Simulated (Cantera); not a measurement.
An adiabatic, constant-pressure homogeneous reactor starts with CH4 : O2 : N2 = 1 : 3.3 : 8.95 (molar parts), equivalence ratio 0.61, at 1523 K and 6900 Torr.

Computed with Cantera and GRI-Mech 3.0 (53 species, 325 reactions).

Task: Predict: time of steepest temperature rise; temperature at 2.00 s; equilibrium temperature; x(O2) at 2.00 s; x(H2O) at 2.00 s; x(H) at 2.00 s.

Result: 
```json
{
  "time_of_steepest_temperature_rise": "0.105 ms",
  "temperature at 2.00 s": "2775 K",
  "equilibrium_temperature": "2775 K",
  "x(O2) at 2.00 s": "0.0865 (gas-phase equilibrium 0.0865)",
  "x(H2O) at 2.00 s": "0.137 (gas-phase equilibrium 0.137)",
  "x(H) at 2.00 s": "0.00137 (gas-phase equilibrium 0.00137)"
}
```
